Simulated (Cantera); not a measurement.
A closed system holds: 1 mol SiH2Cl2, 0.17 mol NH3, 2.2 mol H2, equilibrated at 0.0133 bar.

Cantera equilibrium calculation (NASA polynomials, part measured and part estimated; ideal gas, pure solids and liquids). Candidate condensed phases: NH4Cl, Si, Si3N4; 28 gas species. Mutual solubility and eutectic melting of coexisting phases are not modelled. The tables' values for SiCl3 are old estimates; treat these amounts as uncertain. The numbers say what is thermodynamically allowed, not how fast it happens. All values below are at 977 °C.

Base state: H2 0.748, HCl 0.131, SiCl2 0.0574, SiCl4 0.0380, SiCl3 0.0175, SiHCl3 0.00774, SiH2Cl2 0.000215 (mole fractions); condensed: Si(s) + Si3N4(s).

Task: What changes in the equilibrium state with this change: NH3 from 0.17 to 43 mol?

Result: 
| species | before | after |
|---|---|---|
| H2 | 0.748 | 0.745 |
| N2 | 9.47e-6 | 0.233 |
| HCl | 0.131 | 0.0223 |
| SiCl2 | 0.0574 | 1.99e-6 |
| SiCl4 | 0.0380 | 3.87e-8 |
| SiCl3 | 0.0175 | 1.04e-7 |
| SiHCl3 | 0.00774 | 4.59e-8 |
| SiH2Cl2 | 0.000215 | 7.41e-9 |
| Si(s), mol | 0.362 | 0 |
| Si3N4(s), mol | 0.0425 | 0.333 |
